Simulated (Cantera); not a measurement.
## Equilibrium for nitride etching: Si3N4 + H2

Charge: 1 mol Si3N4, 14 mol H2, at 1373.15 K and 1.70 Pa.

Cantera equilibrium calculation (NASA polynomials, part measured and part estimated; ideal gas, pure solids and liquids). Candidate condensed phases: Si, Si3N4; 18 gas species. Equilibrium is a limit: real reactors are often held back by kinetics, nucleation or transport.

```
Item            Value
----------  ---------
x(H2)           0.874
x(N2)           0.125
x(H)         0.000757
x(Si)         2.29e-5
n(Si(s))     3.00 mol
gas amount  16.01 mol
```
